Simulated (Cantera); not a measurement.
A closed system holds: 1 mol AlCl₃, 4 mol N₂O, 6.6 mol H₂, 2.6 mol O₂, equilibrated at 0.00133 bar.

Equilibrium computed with Cantera from the NASA thermochemical tables; the gas is ideal and each condensed phase is pure. Candidate condensed phases: Al, AlCl₃, AlN, Al₂O₃, H₂O, NH₄Cl; 45 gas species. Rates play no part.

Task: At 1648 K, list the 4 most abundant gas species with their mole fractions, and the condensed phases.

Result: H₂O 0.387, N₂ 0.296, HCl 0.203, O₂ 0.0907. Condensed: Al₂O₃(s).
